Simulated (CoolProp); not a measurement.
Hexamethyldisiloxane (MM) along the isotherm 307.05 °C: fugacity coefficient from the reference equation and from simpler models built on Tc = 245.6 °C, pc = 1.931 MPa, ω = 0.418; each cubic takes its own stable root.

Model: reference Helmholtz-energy equation of state, Thol 2016, in CoolProp.

```json
[
 {"p (MPa)": "0.0878", "phase": "gas", "reference": "0.9892"},
 {"p (MPa)": "0.176", "phase": "gas", "reference": "0.9783"},
 {"p (MPa)": "0.263", "phase": "gas", "reference": "0.9677"},
 {"p (MPa)": "0.351", "phase": "gas", "reference": "0.9570"},
 {"p (MPa)": "0.439", "phase": "gas", "reference": "0.9464"},
 {"p (MPa)": "0.527", "phase": "gas", "reference": "0.9359"},
 {"p (MPa)": "0.614", "phase": "gas", "reference": "0.9255"},
 {"p (MPa)": "0.702", "phase": "gas", "reference": "0.9151"},
 {"p (MPa)": "0.79", "phase": "gas", "reference": "0.9047"},
 {"p (MPa)": "0.878", "phase": "gas", "reference": "0.8945"},
 {"p (MPa)": "0.966", "phase": "gas", "reference": "0.8842"}
]
```

Problem. How far does each simpler model (van der Waals, Redlich-Kwong, Peng-Robinson) lie from the reference over these 11 states: mean and median of the absolute difference, and the worst?

Solution. 
- van der Waals: mean 0.3 %, median 0.3 %, worst +0.5 % at 307.05 °C and 0.966 MPa
- Redlich-Kwong: mean 0.2 %, median 0.2 %, worst -0.4 % at 307.05 °C and 0.966 MPa
- Peng-Robinson: mean 0.4 %, median 0.4 %, worst -0.7 % at 307.05 °C and 0.966 MPa
